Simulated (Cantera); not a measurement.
# Hydrocarbon pyrolysis for carbon deposition

A perfectly stirred reactor is fed with CH4 : N2 = 1 : 10 (molar parts), at 1.09 atm; it is held at 1598 K, and followed from long to short residence time.

Cantera simulation using GRI-Mech 3.0 (53 species, 325 reactions); the numbers are that mechanism's predictions, not measurements. GRI-Mech 3.0 stops at C3 and has no aromatics, soot or wall deposition, so with more carbon than oxygen in the feed, carbon stays in small species such as C2H2 where larger ones or solid carbon would form.

```tsv
τ (s)	x CH4	x C2H6	x C2H2	x HCN	x CH3	x C2H4	x H
2.5	0.0147	5.27e-6	0.0344	2.26e-7	4.12e-5	0.000487	1.45e-5
0.99	0.0227	1.24e-5	0.0308	1.28e-7	6.24e-5	0.000457	1.27e-5
0.39	0.0339	2.84e-5	0.0256	6.73e-8	9.27e-5	0.000479	1.06e-5
0.15	0.0481	6.19e-5	0.0189	3.16e-8	0.000133	0.000635	8.10e-6
0.059	0.0621	0.000119	0.0121	1.33e-8	0.000181	0.000979	5.72e-6
0.023	0.0739	0.000199	0.00616	4.65e-9	0.000229	0.00141	3.62e-6
0.0090	0.0823	0.000271	0.00216	1.21e-9	0.000265	0.00147	1.94e-6
```
x: mole fraction; the columns are a selection and need not sum to one.
